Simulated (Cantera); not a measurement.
Cantera run, input and output.

```python
import numpy as np
import cantera as ct

surf = ct.Interface("diamond.yaml", "diamond_100")
gas, bulk = surf.adjacent["gas"], surf.adjacent["diamond"]
k = surf.kinetics_species_index(bulk.species_names[0])
cover = ["c6HH", "c6H*", "c6*H", "c6**", "c6HM", "c6B"]

rows, drift = [], 0.0
print(f"{'P':>10s}{'um/h':>11s}" + "".join(f"{s:>11s}" for s in cover))
for v in [400, 670, 1100, 1900, 3100, 5200, 8600, 14000]:
    T, P, xH, xCH3 = 1325, v, 0.0013, 0.00072
    gas.TPX = T, P, {"H": xH, "CH3": xCH3, "CH4": 0.013, "H2": 1 - xH - xCH3 - 0.013}
    surf.TP = bulk.TP = T, P
    surf.coverages = "c6H*:0.1, c6HH:0.9"
    surf.advance_coverages(100.0)
    before = surf.coverages
    surf.advance_coverages(100.0)
    drift = max(drift, np.max(np.abs(surf.coverages - before) / (surf.coverages + 1e-9)))
    rate = surf.net_production_rates[k] * bulk.mean_molecular_weight / bulk.density * 3.6e9
    rows.append([rate, *surf[cover].coverages])
    print(f"{v:10.4g}{rate:11.4e}" + "".join(f"{x:11.3e}" for x in rows[-1][1:]))
```

Result:

```
         P       um/h       c6HH       c6H*       c6*H       c6**       c6HM        c6B
       400 9.2549e-02  4.065e-01  4.962e-02  5.091e-01  3.283e-02  5.797e-05  2.511e-10
       670 2.1672e-01  4.066e-01  4.958e-02  5.086e-01  3.246e-02  1.016e-04  5.881e-10
      1100 4.6407e-01  4.065e-01  4.953e-02  5.081e-01  3.208e-02  1.744e-04  1.259e-09
      1900 1.0092e+00  4.064e-01  4.949e-02  5.076e-01  3.169e-02  3.146e-04  2.739e-09
      3100 1.9339e+00  4.062e-01  4.944e-02  5.071e-01  3.138e-02  5.290e-04  5.248e-09
      5200 3.7331e+00  4.060e-01  4.939e-02  5.065e-01  3.113e-02  9.056e-04  1.013e-08
      8600 7.0109e+00  4.055e-01  4.933e-02  5.058e-01  3.093e-02  1.510e-03  1.902e-08
   1.4e+04 1.3028e+01  4.049e-01  4.924e-02  5.048e-01  3.078e-02  2.451e-03  3.535e-08
```

Cantera simulation using the Harris–Goodwin 1993 mechanism for the reconstructed diamond (100) surface; the numbers are that mechanism's predictions, not measurements.
